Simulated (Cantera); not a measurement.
A closed system holds: 1 mol SiH4, 0.64 mol NH3, 7.6 mol N2, held at 940 Pa.

Cantera equilibrium calculation (NASA polynomials, part measured and part estimated; ideal gas, pure solids and liquids). Candidate condensed phases: Si, Si3N4; 18 gas species. Equilibrium is a limit: real reactors are often held back by kinetics, nucleation or transport. All values below are at 1125 K.

Base state: N2 0.710, H2 0.290 (mole fractions); condensed: Si3N4(s).

**Question.** What changes in the equilibrium state with this change: SiH4 replaced by SiH2Cl2?

**Answer.** 
| species | before | after |
|---|---|---|
| N2 | 0.710 | 0.715 |
| HCl | 0 | 0.177 |
| H2 | 0.290 | 0.104 |
| SiCl4 | 0 | 0.00466 |
| SiCl3 | 0 | 0.000110 |
| SiHCl3 | 0 | 4.75e-5 |
| SiCl2 | 0 | 3.20e-5 |
| Si3N4(s), mol | 0.333 | 0.317 |
The tables' values for SiCl3 are old estimates; treat these amounts as uncertain. Further candidate phases: NH4Cl.
